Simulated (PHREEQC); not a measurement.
0.022 g of hydrous ferric oxide (600 m²/g; 0.2 weak and 0.005 strong sites per Fe, Dzombak-Morel constants, diffuse double layer) in 1 kg of water with 0.005 mol/kgw of an inert sodium salt and 1.1e-05 mol/kgw ZnSO4, at 25 °C; the pH is set by adding NaOH or the inert anion's acid. Oxygen alone is held at its pressure in air (log pO2 = -0.68). CO2 from the air is kept out. No solid was allowed to form.

Computed with PHREEQC (ion-association model, wateq4f.dat).

```csv
pH,S sorbed (%),Zn sorbed (%),surface charge σ (C/m²),surface potential ψ (mV)
4,97.9,0.0,0.107,167
4.38,[?],0.0,0.083,[?]
4.75,[?],0.1,0.064,141
5.12,74.8,0.4,0.050,128
5.5,57.1,1.6,0.040,117
5.88,38.0,4.7,0.032,106
6.25,21.3,9.0,0.025,94
6.62,9.1,14.3,0.019,81
7,3.0,26.2,0.014,66
7.38,1.0,50.0,0.010,53
7.75,0.3,75.2,0.007,40
8.12,0.1,90.8,0.004,24
8.5,0.0,96.5,0.001,5
8.88,0.0,97.9,-0.003,-16
9.25,0.0,98.1,-0.007,-37
9.62,0.0,98.0,-0.011,[?]
10,0.0,97.8,-0.018,-78
```

Q: Some entries are withheld; supply them.

A: 
- 4.38, S sorbed (%): 94.7
- 4.38, surface potential ψ (mV): 154
- 4.75, S sorbed (%): 87.5
- 9.62, surface potential ψ (mV): -57

Complexes and solids missing from the database can't appear.
